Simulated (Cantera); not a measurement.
Feed: 1 mol Si, 8.6 mol HBr, 14 mol H2, at 0.000100 bar.

Equilibrium computed with Cantera from the NASA thermochemical tables; the gas is ideal and each condensed phase is pure. Candidate condensed phases: Br2, Si; 19 gas species. The tables' values for SiBr3, SiBr are old estimates; treat these amounts as uncertain. Equilibrium is a limit: real reactors are often held back by kinetics, nucleation or transport.

x: gas mole fraction; nothing condenses.

| T (K) | x H2 | x HBr | x Br | x SiBr4 | x SiBr2 | x H | x SiBr3 |
|---|---|---|---|---|---|---|---|
| 598 | 0.741 | 0.213 | 4.76e-10 | 0.0463 | 2.62e-12 | <1e-12 | 1.66e-9 |
| 698 | 0.741 | 0.213 | ___ | 0.0463 | ___ | ___ | 2.52e-7 |
| 798 | 0.741 | 0.213 | 9.44e-7 | 0.0462 | 4.25e-6 | 2.29e-10 | 1.07e-5 |
| 898 | 0.740 | 0.214 | ___ | 0.0454 | ___ | ___ | 0.000188 |
| 998 | 0.719 | 0.235 | 0.000103 | 0.0327 | 0.0115 | 1.82e-7 | 0.00122 |
| 1098 | 0.677 | 0.278 | 0.000666 | 0.00717 | 0.0358 | 2.04e-6 | 0.00144 |
| 1198 | 0.666 | 0.287 | 0.00280 | 0.000741 | 0.0428 | 1.55e-5 | 0.000679 |
| 1298 | 0.666 | 0.281 | 0.00897 | 8.65e-5 | 0.0437 | 8.74e-5 | 0.000300 |
| 1398 | 0.667 | 0.265 | 0.0233 | 1.24e-5 | 0.0435 | 0.000387 | 0.000140 |
| 1498 | 0.671 | 0.235 | 0.0499 | 1.99e-6 | 0.0428 | 0.00141 | 6.70e-5 |
| 1598 | 0.674 | 0.192 | 0.0881 | 3.24e-7 | 0.0411 | 0.00437 | 3.11e-5 |

Question: Complete the blanks.

Answer: 
- 898, x Br: 1.20e-5
- 898, x SiBr2: 0.000462
- 898, x H: 9.41e-9
- 698, x Br: 3.63e-8
- 698, x SiBr2: 9.50e-9
- 698, x H: 1.95e-12
